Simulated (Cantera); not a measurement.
A perfectly stirred reactor is fed with 5.38 % CH₄, 0.253 % C₂H₆, 13.7 % O₂, 80.7 % N₂, at 880000 Pa; it is adiabatic with a 300 K inlet, and is followed from long to short residence time, starting on the burning branch (τ in s: 0.061, 0.027, 0.012, 0.0051, 0.0022, 0.00098, 0.00043, 0.00019, 8.2e-05, 3.6e-05, 1.6e-05).

Computed with Cantera and GRI-Mech 3.0 (53 species, 325 reactions).

One state of this run: T (K) = 1618; x CH₄ = 0.000214; x C₂H₆ = 2.96e-6; x O₂ = 0.0230; x C₂H₂ = 5.61e-6; x H₂O₂ = 5.42e-7; x H₂ = 0.000504. x: mole fraction; the columns are a selection and need not sum to one.

### Question
Which value of τ (s) does it belong to?
A) 0.012
B) 0.0022
C) 1.6e-5
D) 0.0051

### Answer
B, 0.0022
